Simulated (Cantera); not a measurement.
Charge: 1 mol AlN, 3.1 mol H₂O, held at 2123 K and 10.0 Torr.

These are equilibrium values from Cantera (NASA tables, ideal gas, pure condensed phases), not measurements of a reactor. Kinetics and transport are ignored.

```json
[
 {"species": "H₂O", "before": "0.437", "after": "0.442"},
 {"species": "H₂", "before": "0.404", "after": "0.412"},
 {"species": "N₂", "before": "0.137", "after": "0.138"},
 {"species": "H", "before": "0.0197", "after": "0.00760"},
 {"species": "O", "before": "9.16e-5", "after": "1.06e-5"},
 {"species": "O₂", "before": "4.21e-5", "after": "4.91e-6"},
 {"species": "NO", "before": "6.23e-5", "after": "1.45e-5"},
 {"species": "OH", "before": "0.00264", "after": "0.000778"},
 {"species": "Al₂O₃(s), mol", "before": "0.500", "after": "0.500"}
]
```
Gas species are given as mole fractions.

Question: Name the change that produced these shifts.
(A) H₂O from 3.1 to 0.22 mol
(B) temperature from 2123 K to 1023 K
(C) H₂O from 3.1 to 0.18 mol
(D) temperature from 2123 K to 1975 K

Answer: D, temperature from 2123 K to 1975 K
